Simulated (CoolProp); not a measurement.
The fluid at 419.14 K and 0.103 MPa expands adiabatically to 0.00818 MPa with isentropic efficiency 0.85. The same conditions are run with several fluids, on thermodynamics alone (safety and materials aside).

The numbers come from the reference Helmholtz-energy equation of state of each fluid (p-xylene: Zhou 2012; R125: Lemmon 2005; R245ca: Zhou 2016; propane: Lemmon 2009; R114: Platzer 1990) in CoolProp. The equations of Platzer and Polt are older, rougher fits.

```
fluid     work (kJ/kg)  final temperature (K)  final density (kg/m³)
--------  ------------  ---------------------  ---------------------
p-xylene          64.9                  374.4                  0.280
R125              56.8                  356.8                  0.331
R245ca            51.8                  370.2                  0.357
propane            151                  344.3                  0.126
R114              40.4                  366.8                  0.459
```
